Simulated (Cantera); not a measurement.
Input: 1 mol SiH₂Cl₂, 0.11 mol NH₃, 1.6 mol N₂, at 1.33 mbar.

Cantera equilibrium calculation (NASA polynomials, part measured and part estimated; ideal gas, pure solids and liquids). Candidate condensed phases: NH₄Cl, Si, Si₃N₄; 28 gas species. The numbers say what is thermodynamically allowed, not how fast it happens. All values below are at 825 K.

Base state: N₂ 0.368, HCl 0.365, H₂ 0.196, SiCl₄ 0.0711, SiHCl₃ 4.72e-5 (mole fractions); condensed: Si₃N₄(s).

Question: What changes in the equilibrium state with this change: NH₃ from 0.11 to 16 mol?

Answer: 
```json
[
 {"species": "H₂", "before": "0.196", "after": "0.687"},
 {"species": "N₂", "before": "0.368", "after": "0.256"},
 {"species": "HCl", "before": "0.365", "after": "0.0572"},
 {"species": "SiCl₄", "before": "0.0711", "after": "4.47e-6"},
 {"species": "SiHCl₃", "before": "4.72e-5", "after": "6.64e-8"},
 {"species": "Si₃N₄(s), mol", "before": "0.260", "after": "0.333"}
]
```
